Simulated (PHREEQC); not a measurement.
Dissolve 0.0023 mol KHSO4, 0.0016 mol HBF4 and 0.00063 mol FeCl3 per kg of water at 25 °C. Closed to the air; pH follows from the charge balance.

Equilibrium calculation in PHREEQC: ion-association model, phreeqc.dat.

The ionic strength comes out as 0.00877 mol/kgw. What activity coefficients do Cl-, FeF+2, SO4-2, H+, BF2(OH)2- get?

Cl- 0.91, FeF+2 0.68, SO4-2 0.68, H+ 0.92, BF2(OH)2- 0.91.

This is a speciation only: nothing precipitates in the calculation. The solution is supersaturated, for example in Hematite (slow to form), Goethite (slow to form), so a real one may precipitate; this is no full list. Species that the database lacks are ignored. Real BF4- forms and hydrolyses slowly; the run takes it at equilibrium. Fluoro complexes past AlF4- and FeF3 are missing from the database.
